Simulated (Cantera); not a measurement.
An isothermal, constant-pressure homogeneous reactor starts with CH4 : CO2 = 1 : 0.98 (molar parts), at 1525 K and 78000 Pa. Integrator tolerance rtol = 1e-08.

Computed with Cantera and GRI-Mech 3.0 (53 species, 325 reactions).

### Question
What does this change do: temperature 1525 to 2050 K?

### Answer
| quantity | before | after |
|---|---|---|
| x(CH4) at 30.0 s | 0.0266 (gas-phase equilibrium 0.00401) | 0.000156 (gas-phase equilibrium 0.000156) |
| x(CO2) at 30.0 s | 0.0255 (gas-phase equilibrium 1.11e-5) | 1.77e-6 (gas-phase equilibrium 1.79e-6) |
| x(H2O2) at 30.0 s | <1e-12 (gas-phase equilibrium <1e-12) | <1e-12 (gas-phase equilibrium <1e-12) |
| x(H2) at 30.0 s | 0.411 (gas-phase equilibrium 0.498) | 0.501 (gas-phase equilibrium 0.501) |
| x(C2H6) at 30.0 s | 5.84e-6 (gas-phase equilibrium 1.21e-7) | 7.82e-10 (gas-phase equilibrium 7.82e-10) |
